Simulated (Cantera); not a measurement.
Input (Python, Cantera):

```python
import numpy as np
import cantera as ct

gas = ct.Solution("gri30.yaml")
gas.TPX = 1425, 3000000, {'C2H4': 1, 'O2': 7.14, 'N2': 26.9, 'CO2': 0.9}
reactor = ct.IdealGasConstPressureReactor(gas, energy="on", clone=False)
net = ct.ReactorNet([reactor])
net.rtol, net.atol = 1e-08, 1e-16
show = ['C2H4', 'O2', 'CO2', 'C2H6', 'NO2', 'C2H']
times = np.geomspace(1e-06, 1, 16)

steps = ct.SolutionArray(gas, extra=["t"])
rows = []
print(f"{'t/s':>10s}{'T/K':>9s}{'P/Pa':>11s}" + "".join(f"{s:>11s}" for s in show))
for t in times:
    while net.time < t:
        t_next = net.step()
        steps.append(gas.state, t=t_next)
    rows.append([np.interp(t, steps.t, y) for y in (steps.T, steps.P, *steps(*show).X.T)])
    print(f"{t:10.3e}{rows[-1][0]:9.1f}{rows[-1][1]:11.4g}" + "".join(f"{x:11.3e}" for x in rows[-1][2:]))
rate = np.gradient(steps.T, steps.t)
print("integrator steps:", len(steps.t))
if steps.T.max() > steps.T[0] + 200:
    print(f"time of steepest temperature rise: {steps.t[rate.argmax()]:.4e} s")
gas.TPX = 1425, 3000000, {'C2H4': 1, 'O2': 7.14, 'N2': 26.9, 'CO2': 0.9}
gas.equilibrate("HP")
print(f"equilibrium (HP): T = {gas.T:.1f} K  " + "  ".join(f"{s} {gas[s].X[0]:.3e}" for s in show))
```

It prints:

```
       t/s      T/K       P/Pa       C2H4         O2        CO2       C2H6        NO2        C2H
 1.000e-06   1425.0      3e+06  2.782e-02  1.987e-01  2.504e-02  1.189e-15  9.857e-24  3.901e-18
 2.512e-06   1425.0      3e+06  2.782e-02  1.987e-01  2.504e-02  4.442e-14  2.150e-22  2.256e-17
 6.310e-06   1425.0      3e+06  2.782e-02  1.987e-01  2.504e-02  4.098e-12  1.893e-20  3.412e-16
 1.585e-05   1425.1      3e+06  2.779e-02  1.986e-01  2.504e-02  5.302e-08  3.840e-16  3.141e-13
 3.981e-05   2356.2      3e+06  1.454e-23  1.147e-01  7.947e-02  1.099e-26  1.971e-07  4.216e-20
 1.000e-04   2359.3      3e+06  1.442e-24  1.146e-01  7.987e-02  3.914e-28  5.175e-07  5.109e-21
 2.512e-04   2358.9      3e+06  2.666e-26  1.145e-01  7.987e-02  1.573e-31  1.343e-06  9.951e-23
 6.310e-04   2357.9      3e+06  3.603e-30  1.142e-01  7.987e-02  3.354e-34  3.371e-06  1.546e-26
 1.585e-03   2355.5      3e+06  1.644e-30  1.136e-01  7.988e-02 -6.687e-37  8.167e-06  8.183e-27
 3.981e-03   2350.3      3e+06  1.436e-30  1.124e-01  7.990e-02  4.042e-37  1.837e-05  7.022e-27
 1.000e-02   2342.1      3e+06  1.150e-30  1.105e-01  7.993e-02  3.221e-37  3.458e-05  5.457e-27
 2.512e-02   2335.7      3e+06  9.648e-31  1.090e-01  7.996e-02  2.692e-37  4.732e-05  4.475e-27
 6.310e-02   2334.5      3e+06  9.340e-31  1.087e-01  7.996e-02  2.604e-37  4.968e-05  4.313e-27
 1.585e-01   2334.5      3e+06  9.337e-31  1.087e-01  7.996e-02  2.603e-37  4.970e-05  4.312e-27
 3.981e-01   2334.5      3e+06  9.337e-31  1.087e-01  7.996e-02  2.603e-37  4.970e-05  4.312e-27
 1.000e+00   2334.5      3e+06  9.337e-31  1.087e-01  7.996e-02  2.603e-37  4.970e-05  4.312e-27
integrator steps: 1720
time of steepest temperature rise: 2.1631e-05 s
equilibrium (HP): T = 2334.5 K  C2H4 1.236e-30  O2 1.087e-01  CO2 7.996e-02  C2H6 4.306e-37  NO2 4.970e-05  C2H 4.738e-27
```

Cantera simulation using GRI-Mech 3.0 (53 species, 325 reactions); the numbers are that mechanism's predictions, not measurements. GRI-Mech 3.0 was tuned for natural gas; its chemistry of ethylene as a main component is partial and can be far from experiment. The pressure lies above the range GRI-Mech 3.0 was tuned for (to about 10 atm).
